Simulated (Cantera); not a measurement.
Mixture: CH4 : H2 : O2 : N2 = 1 : 0.04 : 1.26 : 6.57 (molar parts), at 1.01 bar, adiabatic and at constant volume. Ignition delay is the time to a rise of 400 K.

Model: GRI-Mech 3.0 (53 species, 325 reactions), integrated in Cantera.

Question: What does this change do: 0.057 parts C2H6 added?

Answer: 
```tsv
quantity	before	after
delay at 1098 K	0.183 s	40.6 ms
delay at 1198 K	49.4 ms	13.5 ms
delay at 1298 K	14.0 ms	4.52 ms
delay at 1398 K	4.28 ms	1.51 ms
delay at 1498 K	1.46 ms	0.533 ms
delay at 1598 K	0.566 ms	0.211 ms
apparent activation energy between 1398 and 1598 K	190 kJ/mol	180 kJ/mol
```

Question: What does this change do: pressure from 1.01 bar to 7.40 bar?

Answer: 
| quantity | before | after |
|---|---|---|
| delay at 1098 K | 0.183 s | 16.5 ms |
| delay at 1198 K | 49.4 ms | 6.24 ms |
| delay at 1298 K | 14.0 ms | 2.28 ms |
| delay at 1398 K | 4.28 ms | 0.835 ms |
| delay at 1498 K | 1.46 ms | 0.315 ms |
| delay at 1598 K | 0.566 ms | 0.125 ms |
| apparent activation energy between 1398 and 1598 K | 190 kJ/mol | 180 kJ/mol |
